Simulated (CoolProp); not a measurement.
Properties of isopentane along the isotherm 62.15 °C (Tc = 187.2 °C, pc = 33.78 bar, ω = 0.227).

Computed with CoolProp (reference Helmholtz-energy equation of state, Lemmon 2006). It is a short technical equation, of lower accuracy than the large ones.

```json
[
 {"p (bar)": "4.22", "phase": "liquid", "Z": "0.01898", "cp (kJ/(kg K))": "2.483", "speed of sound (m/s)": "786.5", "Joule-Thomson coefficient (K/MPa)": "-0.2283", "conductivity (mW/(m K))": "90.8"},
 {"p (bar)": "8.45", "phase": "liquid", "Z": "0.03795", "cp (kJ/(kg K))": "2.479", "speed of sound (m/s)": "792.1", "Joule-Thomson coefficient (K/MPa)": "-0.2337", "conductivity (mW/(m K))": "91.1"},
 {"p (bar)": "12.7", "phase": "liquid", "Z": "0.05695", "cp (kJ/(kg K))": "2.475", "speed of sound (m/s)": "797.7", "Joule-Thomson coefficient (K/MPa)": "-0.2388", "conductivity (mW/(m K))": "91.5"},
 {"p (bar)": "16.9", "phase": "liquid", "Z": "0.07567", "cp (kJ/(kg K))": "2.471", "speed of sound (m/s)": "803.1", "Joule-Thomson coefficient (K/MPa)": "-0.2438", "conductivity (mW/(m K))": "91.8"},
 {"p (bar)": "21.1", "phase": "liquid", "Z": "0.09433", "cp (kJ/(kg K))": "2.467", "speed of sound (m/s)": "808.5", "Joule-Thomson coefficient (K/MPa)": "-0.2485", "conductivity (mW/(m K))": "92.2"},
 {"p (bar)": "25.3", "phase": "liquid", "Z": "0.1129", "cp (kJ/(kg K))": "2.464", "speed of sound (m/s)": "813.7", "Joule-Thomson coefficient (K/MPa)": "-0.2531", "conductivity (mW/(m K))": "92.5"},
 {"p (bar)": "29.6", "phase": "liquid", "Z": "0.1319", "cp (kJ/(kg K))": "2.460", "speed of sound (m/s)": "819.1", "Joule-Thomson coefficient (K/MPa)": "-0.2576", "conductivity (mW/(m K))": "92.9"},
 {"p (bar)": "33.8", "phase": "liquid", "Z": "0.1505", "cp (kJ/(kg K))": "2.457", "speed of sound (m/s)": "824.2", "Joule-Thomson coefficient (K/MPa)": "-0.2619", "conductivity (mW/(m K))": "93.2"},
 {"p (bar)": "38", "phase": "liquid", "Z": "0.1689", "cp (kJ/(kg K))": "2.454", "speed of sound (m/s)": "829.3", "Joule-Thomson coefficient (K/MPa)": "-0.2661", "conductivity (mW/(m K))": "93.5"},
 {"p (bar)": "42.2", "phase": "liquid", "Z": "0.1873", "cp (kJ/(kg K))": "2.451", "speed of sound (m/s)": "834.3", "Joule-Thomson coefficient (K/MPa)": "-0.2701", "conductivity (mW/(m K))": "93.9"},
 {"p (bar)": "46.5", "phase": "liquid", "Z": "0.2061", "cp (kJ/(kg K))": "2.448", "speed of sound (m/s)": "839.4", "Joule-Thomson coefficient (K/MPa)": "-0.2741", "conductivity (mW/(m K))": "94.2"},
 {"p (bar)": "50.7", "phase": "liquid", "Z": "0.2244", "cp (kJ/(kg K))": "2.445", "speed of sound (m/s)": "844.2", "Joule-Thomson coefficient (K/MPa)": "-0.2779", "conductivity (mW/(m K))": "94.5"}
]
```

Thermal conductivity comes from a separate model (Vassiliou 2015).
